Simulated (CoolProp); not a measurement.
Properties of CHF3 (R23) along the isobar 0.196 MPa.

The numbers come from the reference Helmholtz-energy equation of state, Penoncello 2003 in CoolProp.

```tsv
T (K)	phase	speed of sound (m/s)	isothermal compressibility (1/MPa)
264.3	gas	?	5.224
283.9	gas	198.9	5.196
303.6	gas	?	5.176
323.3	gas	?	5.161
342.9	gas	217.5	5.149
362.6	gas	?	5.141
382.2	gas	228.8	5.134
401.9	gas	234.3	5.128
421.6	gas	?	5.123
441.2	gas	244.7	5.120
```

Problem. What belongs in the gaps?

Solution. 
- 264.3, speed of sound (m/s): 192.1
- 303.6, speed of sound (m/s): 205.4
- 323.3, speed of sound (m/s): 211.6
- 362.6, speed of sound (m/s): 223.3
- 421.6, speed of sound (m/s): 239.6
